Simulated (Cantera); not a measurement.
Cantera run:

```python
import numpy as np
import cantera as ct

gas_names = """
    H HO2 H2 H2O H2O2 O OH O2 O3 Zr ZrO ZrO2
""".split()
cond_names = """
    H2O(s) H2O(L) Zr(a) Zr(b) Zr(L) ZrO2(a) ZrO2(b) ZrO2(L)
""".split()


# ... load() reads the species with a 1 bar reference pressure and builds the phases ...
atoms = {
    'ZrO2': {'Zr': 1, 'O': 2},
    'H2': {'H': 2},
    'H2O': {'H': 2, 'O': 1},
}
top_T = {}  # K; cautious upper limits of use, not melting points


# ... equilibrate(T, P, feed) seeds the gas with the atoms and calls Mixture.equilibrate('TP', solver="vcs", rtol=1e-11, max_steps=5000) ...
results = []
feed = {'ZrO2': 1, 'H2': 73, 'H2O': 2}  # mol
P = 28  # Pa
for T in [1325, 1350, 1375, 1400, 1425, 1450, 1475, 1500, 1525, 1550, 1575, 1600, 1625, 1650]:
    mix = equilibrate(T, P, feed)
    results.append((T, P, feed, dict(zip(mix.species_names, mix.species_moles))))
    x = sorted(zip(gas.X, gas.species_names), reverse=True)
    print(f"T = {T:g} K  P = {P:g} Pa  gas = {mix.phase_moles(0):.4g} mol")
    print("   x: " + "  ".join(f"{s} {v:.3e}" for v, s in x if v > 1e-06))
    print("   condensed (mol): " + ("  ".join(f"{mix.phase(i).name} {mix.phase_moles(i):.4g}"
          for i in range(1, mix.n_phases) if mix.phase_moles(i) > 1e-12) or "none"))
```

Result:

```
T = 1325 K  P = 28 Pa  gas = 75 mol
   x: H2 9.732e-01  H2O 2.667e-02  H 9.641e-05
   condensed (mol): ZrO2(a) 1
T = 1350 K  P = 28 Pa  gas = 75.01 mol
   x: H2 9.732e-01  H2O 2.666e-02  H 1.405e-04
   condensed (mol): ZrO2(a) 1
T = 1375 K  P = 28 Pa  gas = 75.01 mol
   x: H2 9.731e-01  H2O 2.666e-02  H 2.020e-04
   condensed (mol): ZrO2(a) 1
T = 1400 K  P = 28 Pa  gas = 75.01 mol
   x: H2 9.731e-01  H2O 2.666e-02  H 2.867e-04
   condensed (mol): ZrO2(a) 1
T = 1425 K  P = 28 Pa  gas = 75.02 mol
   x: H2 9.729e-01  H2O 2.666e-02  H 4.021e-04
   condensed (mol): ZrO2(a) 1
T = 1450 K  P = 28 Pa  gas = 75.02 mol
   x: H2 9.728e-01  H2O 2.666e-02  H 5.574e-04
   condensed (mol): ZrO2(a) 1
T = 1475 K  P = 28 Pa  gas = 75.03 mol
   x: H2 9.726e-01  H2O 2.666e-02  H 7.644e-04
   condensed (mol): ZrO2(a) 1
T = 1500 K  P = 28 Pa  gas = 75.04 mol
   x: H2 9.723e-01  H2O 2.665e-02  H 1.037e-03
   condensed (mol): ZrO2(b) 1
T = 1525 K  P = 28 Pa  gas = 75.05 mol
   x: H2 9.720e-01  H2O 2.665e-02  H 1.394e-03  OH 1.186e-06
   condensed (mol): ZrO2(b) 1
T = 1550 K  P = 28 Pa  gas = 75.07 mol
   x: H2 9.715e-01  H2O 2.664e-02  H 1.855e-03  OH 1.710e-06
   condensed (mol): ZrO2(b) 1
T = 1575 K  P = 28 Pa  gas = 75.09 mol
   x: H2 9.709e-01  H2O 2.663e-02  H 2.447e-03  OH 2.438e-06
   condensed (mol): ZrO2(b) 1
T = 1600 K  P = 28 Pa  gas = 75.12 mol
   x: H2 9.702e-01  H2O 2.662e-02  H 3.200e-03  OH 3.439e-06
   condensed (mol): ZrO2(b) 1
T = 1625 K  P = 28 Pa  gas = 75.16 mol
   x: H2 9.692e-01  H2O 2.661e-02  H 4.151e-03  OH 4.798e-06
   condensed (mol): ZrO2(b) 1
T = 1650 K  P = 28 Pa  gas = 75.2 mol
   x: H2 9.681e-01  H2O 2.659e-02  H 5.342e-03  OH 6.628e-06
   condensed (mol): ZrO2(b) 1
```

Equilibrium computed with Cantera from the NASA thermochemical tables; the gas is ideal and each condensed phase is pure.
